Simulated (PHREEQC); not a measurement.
Dissolve 16 mmol/kgw Na2S and 2.1 mmol/kgw NH4Br at 25 °C. Closed to the air; pH follows from the charge balance.

The numbers come from PHREEQC with the ion-association model, wateq4f.dat.

```yaml
pH: 11.98
ionic_strength: 0.0345 mol/kgw
total_alkalinity: 32.0 meq/kg
```

```
species  molality  activity   log γ
-------  --------  --------  ------
Na+        0.0320    0.0270  -0.074
HS-        0.0135    0.0113  -0.078
OH-        0.0114   0.00951  -0.078
S-2       0.00252   0.00129  -0.290
Br-       0.00210   0.00177  -0.075
NH3       0.00210   0.00210   0.000
NH4+      4.59e-6   3.87e-6  -0.075
H2S       1.03e-7   1.03e-7   0.003
```

This is a speciation only: nothing precipitates in the calculation. With this much S-2 the pH rests on the database's HS-/S-2 constant; if that pK is higher, the solution is more alkaline. The database's pK near 12.9 for HS-/S-2 is now thought far too low, so its S-2 is overstated. The polysulfide entries of wateq4f.dat were taken out for this run.
